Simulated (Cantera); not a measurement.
An adiabatic, constant-volume homogeneous reactor starts with 4.79 % CH4, 20.0 % O2, 75.2 % N2, equivalence ratio 0.48, at 1625 K and 1.70 bar.

Cantera simulation using GRI-Mech 3.0 (53 species, 325 reactions); the numbers are that mechanism's predictions, not measurements.

Question: Predict: time of steepest temperature rise; temperature at 0.100 s; equilibrium temperature; x(O2) at 0.100 s; x(NO2) at 0.100 s; x(NO) at 0.100 s.

Answer: 
```
Item                                                                Result
---------------------------------  ---------------------------------------
time of steepest temperature rise                                 0.205 ms
temperature at 0.100 s                                              2639 K
equilibrium temperature                                             2639 K
x(O2) at 0.100 s                     0.0921 (gas-phase equilibrium 0.0921)
x(NO2) at 0.100 s                  1.59e-5 (gas-phase equilibrium 1.59e-5)
x(NO) at 0.100 s                     0.0186 (gas-phase equilibrium 0.0186)
```
